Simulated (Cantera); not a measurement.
Input: 1 mol (CH3)2SiCl2, 0.73 mol C2H4, 7.7 mol H2, equilibrated at 3.20 mbar.

Equilibrium computed with Cantera from the NASA thermochemical tables; the gas is ideal and each condensed phase is pure. Candidate condensed phases: C, C6H6, C7H8, C8H18, Si, SiC; 109 gas species. The feed counts by its element totals alone. The tables' values for SiCl are old estimates; treat these amounts as uncertain. Gases not in the tables: Si2H6 and higher silanes. The numbers say what is thermodynamically allowed, not how fast it happens. All values below are at 1877 °C.

Base state: H2 0.784, HCl 0.129, H 0.0660, Cl 0.00792, Si 0.00644, SiCl2 0.00393, C2H2 (acetylene) 0.00152, SiCl 0.000803 (mole fractions); condensed: C(graphite) + SiC(s).

What changes in the equilibrium state with this change: pressure from 3.20 mbar to 1.00 bar?


```json
[
 {"species": "H2", "before": "0.784", "after": "0.847"},
 {"species": "HCl", "before": "0.129", "after": "0.142"},
 {"species": "SiCl2", "before": "0.00393", "after": "0.00443"},
 {"species": "H", "before": "0.0660", "after": "0.00388"},
 {"species": "CH4", "before": "5.77e-7", "after": "0.000211"},
 {"species": "SiC2", "before": "0.000509", "after": "1.63e-6"},
 {"species": "Si2C", "before": "0.000317", "after": "1.01e-6"},
 {"species": "Si", "before": "0.00644", "after": "2.06e-5"},
 {"species": "SiCl3", "before": "4.55e-6", "after": "9.63e-5"},
 {"species": "C(graphite), mol", "before": "2.57", "after": "2.47"},
 {"species": "SiC(s), mol", "before": "0.828", "after": "0.939"}
]
```
The tables' values for SiCl3, SiCl are old estimates; treat these amounts as uncertain.
